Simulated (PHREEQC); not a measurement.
**Reverse-osmosis reject: speciation**

A made-up water analysis in mmol/kgw, 5 °C, pH 5.73:

```json
[
 {"constituent": "Na", "mmol/kgw": "96.8"},
 {"constituent": "K", "mmol/kgw": "10.4"},
 {"constituent": "Ca", "mmol/kgw": "6.93"},
 {"constituent": "Mg", "mmol/kgw": "32.1"},
 {"constituent": "Cl", "mmol/kgw": "95.1"},
 {"constituent": "S(6)", "mmol/kgw": "44.5"},
 {"constituent": "Alkalinity (meq/kgw)", "mmol/kgw": "2.81"}
]
```

Cl is adjusted to close the charge balance.
Valence states are taken as typed.

The numbers come from PHREEQC with the Pitzer model, pitzer.dat.

No solid was allowed to form.

Estimate the specific conductance.

specific conductance 9780 µS/cm.

In which forms is C present?

CO2 81 %, HCO3- 19 % of the C.

At this temperature some constants are extrapolated from 25 °C, and those without enthalpy data are left unchanged.
